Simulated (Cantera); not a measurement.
Input: 1 mol c-C4F8, 0.33 mol HCl, 0.98 mol H2, held at 2825 K and 28.0 Pa.

Cantera equilibrium calculation (NASA polynomials, part measured and part estimated; ideal gas, pure solids and liquids). Candidate condensed phases: C, C6H6, C7H8, C8H18; 118 gas species. The feed counts by its element totals alone. Equilibrium is a limit: real reactors are often held back by kinetics, nucleation or transport.

Base state: F 0.563, HF 0.184, C3 0.100, H 0.0411, CF 0.0384, Cl 0.0324, C 0.0268, C2 0.0113 (mole fractions); condensed: gas only.

**Question.** What changes in the equilibrium state with this change: c-C4F8 replaced by CH2F2?

**Answer.** 
| species | before | after |
|---|---|---|
| H | 0.0411 | 0.484 |
| HF | 0.184 | 0.290 |
| F | 0.563 | 0.0755 |
| CF | 0.0384 | 0.00401 |
| C3 | 0.100 | 0.0475 |
| Cl | 0.0324 | 0.0596 |
| C2 | 0.0113 | 0.00688 |
| C | 0.0268 | 0.0209 |
| H2 | 5.94e-5 | 0.00823 |
| C2H2 (acetylene) | 1.62e-6 | 0.000137 |
